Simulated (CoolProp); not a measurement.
A single-stage vapour-compression cycle with trans-2-butene: evaporating at 259.15 K (dew point), condensing at 319.15 K (bubble point), superheat 10 K, subcooling 0 K, compressor efficiency 0.6, no pressure losses. Each further row changes one setting.

The numbers come from the reference Helmholtz-energy equation of state, Lemmon 2005 in CoolProp. It is a short technical equation, of lower accuracy than the large ones.

```csv
case,cooling COP,pressure ratio,discharge temperature (K),refrigerating effect (kJ/kg),volumetric capacity (kJ/m³)
as stated,2.05,7.83,363.3,296,420
evaporating temperature 264.15 K,2.33,6.33,359.2,302,524
condensing temperature 314.15 K,2.29,6.82,357.0,308,437
subcooling 5 K,2.13,7.83,363.3,308,437
superheat 20 K,2.07,7.83,374.3,311,424
compressor efficiency 0.5,1.71,7.83,378.4,296,420
```
